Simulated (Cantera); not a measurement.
Feed: 1 mol FeS₂, 1.4 mol O₂, 1.4 mol H₂O, equilibrated at 31.0 mbar.

Cantera equilibrium calculation (NASA polynomials, part measured and part estimated; ideal gas, pure solids and liquids). Candidate condensed phases: Fe, FeO, Fe(OH)₂, Fe(OH)₃, FeS, FeSO₄, FeS₂, Fe₂O₃, Fe₂(SO₄)₃, Fe₃O₄, H₂O, H₂SO₄, S; 22 gas species. Mutual solubility and eutectic melting of coexisting phases are not modelled. FeS: taken at fixed stoichiometry. Gases not in the tables: S₃ to S₇. Kinetics and transport are ignored.

Q: At 950 °C, list the 5 most abundant gas species with their mole fractions, and the condensed phases.

A: H₂O 0.501, SO₂ 0.417, S₂ 0.0582, H₂ 0.0120, H₂S 0.00961. Condensed: FeS(s) + Fe₃O₄(s).
